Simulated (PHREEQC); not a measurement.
1 kg of water holding 0.023 mol KHCO3 and 0.096 mol KCl is evaporated at 50 °C; the solids stay in contact with the brine. CO2 is held at log p = -3.4 (atm). Only these solids could form: Kalicinite, Sylvite.

All values are PHREEQC results (Pitzer model, pitzer.dat), not measurements.

Problem. Predict ionic strength, C in solution (mol/kgw) at water left (kg) = 0.2084, 0.07825, 0.03582.

Solution. 
```tsv
water left (kg)	ionic strength	C in solution (mol/kgw)
0.2084	0.611	0.0700
0.07825	1.65	0.169
0.03582	3.61	0.351
```

At this temperature some constants are extrapolated from 25 °C, and those without enthalpy data are left unchanged.
